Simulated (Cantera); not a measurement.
A closed system holds: 1 mol SiH₄, 6 mol NH₃, 18 mol N₂, held at 1175 °C and 39.0 mbar.

Equilibrium computed with Cantera from the NASA thermochemical tables; the gas is ideal and each condensed phase is pure. Candidate condensed phases: Si, Si₃N₄; 18 gas species. Equilibrium is a limit: real reactors are often held back by kinetics, nucleation or transport.

Base state: N₂ 0.649, H₂ 0.351, H 2.77e-5 (mole fractions); condensed: Si₃N₄(s).

What changes in the equilibrium state with this change: temperature from 1175 °C to 1727 °C?


```csv
species,before,after
N₂,0.649,0.654
H₂,0.351,0.340
H,2.77e-5,0.00480
Si,<1e-9,0.00112
SiH,<1e-9,8.72e-5
Si₂N,<1e-9,6.09e-5
SiN,<1e-9,4.64e-5
"Si₃N₄(s), mol",0.333,0
"Si(l), mol",0,0.954
```
The tables' values for SiN are old estimates; treat these amounts as uncertain. Gases not in the tables: Si₂H₆ and higher silanes.
